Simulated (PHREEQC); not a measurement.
Hard or scaling water: an equilibrium model

Consider water at 25 °C with 0.0024 mol/kgw SrCl2, 3.4e-05 mol/kgw NaF and 0.00011 mol/kgw MgSO4. Closed to the air; pH follows from the charge balance.

All values are PHREEQC results (ion-association model, wateq4f.dat), not measurements.

```yaml
pH: 7.00
ionic_strength: 0.00759 mol/kgw
```

```tsv
species	molality	activity	log γ
Cl-	0.00480	0.00438	-0.040
Sr+2	0.00238	0.00167	-0.154
Mg+2	0.000109	7.66e-5	-0.152
SO4-2	8.87e-5	6.20e-5	-0.156
Na+	3.40e-5	3.11e-5	-0.039
F-	3.38e-5	3.08e-5	-0.040
```

No solid was allowed to form. Species that the database lacks are ignored.
